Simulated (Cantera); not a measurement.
A closed system holds: 1 mol SiH4, 0.82 mol CH4, 1 mol H2, held at 0.00120 bar.

Equilibrium computed with Cantera from the NASA thermochemical tables; the gas is ideal and each condensed phase is pure. Candidate condensed phases: C, C6H6, C7H8, C8H18, Si, SiC; 87 gas species. Mutual solubility and eutectic melting of coexisting phases are not modelled. Gases not in the tables: Si2H6 and higher silanes. Equilibrium is a limit: real reactors are often held back by kinetics, nucleation or transport.

x: gas mole fraction; n: condensed amount in mol.

```tsv
T (K)	x H2	x H	x Si	x SiC2	x Si2C	n Si(l)	n SiC(s)	n C(graphite)
1873	0.974	0.0184	0.00735	1.78e-7	0.000113	0.143	0.819	0
1923	0.958	0.0266	0.0141	6.69e-7	0.000276	0.107	0.819	0
1973	0.934	0.0377	0.0263	2.35e-6	0.000642	0.0422	0.817	0
2023	0.912	0.0523	0.0339	1.08e-5	0.00102	0	0.815	0
2073	0.892	(withheld)	0.0338	(withheld)	(withheld)	0	0.813	0
2123	0.867	0.0964	0.0338	0.000298	0.00151	0	0.808	0
2173	0.833	0.127	0.0352	0.00133	0.00188	0	0.788	0
2223	0.782	0.164	0.0441	0.00462	0.00279	0	0.705	0.0258
2273	0.696	0.202	0.0811	0.0102	0.00606	0	0.393	0.243
2323	(withheld)	(withheld)	0.120	(withheld)	(withheld)	0	0	0.498
2373	0.551	0.299	0.118	0.0209	0.00558	0	0	0.461
2423	0.494	0.360	0.114	0.0236	0.00351	0	0	0.415
2473	0.433	0.424	0.109	0.0261	0.00218	0	0	0.361
```

### Question
Some entries are withheld; supply them.

### Answer

- 2323, x H2: 0.604
- 2323, x H: 0.244
- 2323, x SiC2: 0.0180
- 2323, x Si2C: 0.00867
- 2073, x H: 0.0717
- 2073, x SiC2: 5.93e-5
- 2073, x Si2C: 0.00125
